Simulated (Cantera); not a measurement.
A perfectly stirred reactor is fed with CO : O2 : H2O : N2 = 0.0043 : 0.0068 : 0.002 : 1 (molar parts), equivalence ratio 0.32, at 850000 Pa; it is held at 1425 K, and followed from long to short residence time.

Computed with Cantera and GRI-Mech 3.0 (53 species, 325 reactions).

Q: What does this change do: H2O 0.002 to 0.0012 parts?

A: 
```tsv
quantity	before	after
x(CO) at τ = 0.880 s	3.07e-5	3.64e-5
x(O2) at τ = 0.880 s	0.00461	0.00462
x(H2O) at τ = 0.880 s	0.00197	0.00118
x(NO) at τ = 0.880 s	1.18e-6	1.77e-6
x(OH) at τ = 0.880 s	6.59e-6	5.56e-6
x(CO) at τ = 20.0 ms	0.000475	0.000570
x(O2) at τ = 20.0 ms	0.00483	0.00487
x(H2O) at τ = 20.0 ms	0.00196	0.00118
x(NO) at τ = 20.0 ms	1.16e-6	1.58e-6
x(OH) at τ = 20.0 ms	1.62e-5	1.30e-5
```
